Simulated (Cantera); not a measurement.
## N2O furnace oxynitridation

A perfectly stirred reactor is fed with 99.3 % N2O, 0.735 % H2O, at 10.00 Torr; it is held at 1600 K, and followed from long to short residence time.

Cantera simulation using GRI-Mech 3.0 (53 species, 325 reactions); the numbers are that mechanism's predictions, not measurements. GRI-Mech 3.0 was tuned for natural gas; its chemistry of N2O as a main component is partial and can be far from experiment. Radical loss at walls, strong at low pressure, is not modelled. The temperature is held fixed by assumption; the heat of reaction is taken as removed at once.

```
τ (s)    x N2O    x H2O       x O      x H    x HO2    x H2O2     x NO2
-------  -----  -------  --------  -------  -------  --------  --------
1.6      0.147  0.00517  0.000157  9.09e-7  2.87e-7  3.82e-10  0.000125
0.50     0.354  0.00568  0.000162  6.44e-7  8.62e-7  9.21e-10  0.000243
0.16     0.628  0.00635  0.000166  4.61e-7  2.50e-6   2.94e-9  0.000371
0.050    0.840  0.00687  0.000169  3.58e-7  6.19e-6   9.95e-9  0.000346
0.016    0.938  0.00713  0.000171  2.82e-7  1.13e-5   2.57e-8  0.000173
0.0049   0.975  0.00725  0.000170  1.85e-7  1.36e-5   3.78e-8   3.66e-5
0.0016   0.987  0.00730  0.000162  8.38e-8  7.80e-6   1.71e-8   2.79e-6
0.00049  0.991  0.00733  0.000137  2.00e-8  1.43e-6   1.79e-9   4.51e-8
0.00015  0.992  0.00734   8.97e-5  2.57e-9  1.14e-7  8.29e-11  2.49e-10
```
x: mole fraction; the columns are a selection and need not sum to one.
